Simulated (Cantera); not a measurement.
What does this Cantera script print?

```python
import numpy as np
import cantera as ct

gas = ct.Solution("gri30.yaml")
gas.TPX = 698, 101325, {'CH3OH': 1, 'O2': 1.85, 'N2': 5.74, 'H2O': 0.17}
flame = ct.FreeFlame(gas, width=0.04)
flame.set_refine_criteria(ratio=3, slope=0.08, curve=0.16)
flame.transport_model = "mixture-averaged"
flame.solve(loglevel=0, auto=True)
z, T = flame.grid, flame.T
thick = (T[-1] - T[0]) / np.gradient(T, z).max()
show = ['CH3OH', 'O2', 'H2O', 'C2H4', 'H2O2', 'N2O']
print(f"laminar burning velocity  {flame.velocity[0] * 100:.3f} cm/s")
print(f"burnt temperature         {T[-1]:.1f} K")
print(f"thermal thickness         {thick * 1e3:.4f} mm")
print(f"grid points               {len(z)}")
z0 = z[flame.heat_release_rate.argmax()]
print(f"{'z/mm':>9s}{'T/K':>9s}{'u/(m/s)':>9s}" + "".join(f"{s:>11s}" for s in show))
rows = []
for k in (-3, -2, -1.5, -1, -0.5, -0.25, 0, 0.25, 0.5, 1, 2, 4, 8):
    zz = z0 + k * thick
    rows.append([k * thick, np.interp(zz, z, T), np.interp(zz, z, flame.velocity),
                 *(np.interp(zz, z, flame.X[gas.species_index(s)]) for s in show)])
    print(f"{rows[-1][0] * 1e3:9.3f}{rows[-1][1]:9.1f}{rows[-1][2]:9.3f}" + "".join(f"{x:11.3e}" for x in rows[-1][3:]))
```

Output:

```
laminar burning velocity  172.748 cm/s
burnt temperature         2381.4 K
thermal thickness         0.2461 mm
grid points               146
     z/mm      T/K  u/(m/s)      CH3OH         O2        H2O       C2H4       H2O2        N2O
   -0.738    698.3    1.731  1.139e-01  2.108e-01  1.949e-02  2.946e-11  7.160e-07  2.704e-12
   -0.492    700.9    1.743  1.135e-01  2.099e-01  2.030e-02  4.436e-10  8.003e-06  4.337e-11
   -0.369    709.7    1.771  1.127e-01  2.083e-01  2.255e-02  2.216e-09  3.245e-05  2.266e-10
   -0.246    757.4    1.908  1.091e-01  2.026e-01  3.224e-02  1.562e-08  1.683e-04  1.706e-09
   -0.123   1033.6    2.677  8.450e-02  1.751e-01  7.524e-02  1.401e-07  9.473e-04  1.670e-08
   -0.062   1374.0    3.659  4.739e-02  1.415e-01  1.216e-01  3.580e-07  1.320e-03  4.481e-08
    0.000   1755.2    4.808  7.209e-03  1.028e-01  1.731e-01  6.044e-07  1.153e-04  9.312e-08
    0.062   1892.2    5.209  9.683e-05  7.810e-02  1.953e-01  1.106e-07  1.162e-06  1.296e-07
    0.123   1938.2    5.314  4.157e-07  6.528e-02  2.008e-01  4.600e-09  5.430e-07  1.559e-07
    0.246   2007.2    5.459  4.960e-11  5.601e-02  2.022e-01  5.820e-12  4.640e-07  1.770e-07
    0.492   2097.3    5.659  1.084e-14  5.072e-02  2.049e-01  3.281e-16  3.552e-07  1.895e-07
    0.984   2197.9    5.891  2.935e-17  4.703e-02  2.112e-01  4.001e-23  2.679e-07  2.172e-07
    1.969   2289.9    6.099  1.064e-17  4.386e-02  2.178e-01  1.439e-26  2.245e-07  2.602e-07
```

Cantera simulation using GRI-Mech 3.0 (53 species, 325 reactions); the numbers are that mechanism's predictions, not measurements. GRI-Mech 3.0 was tuned for natural gas; its chemistry of methanol as a main component is partial and can be far from experiment. Burning velocities carry a grid error of a few per cent, more on coarse grids.
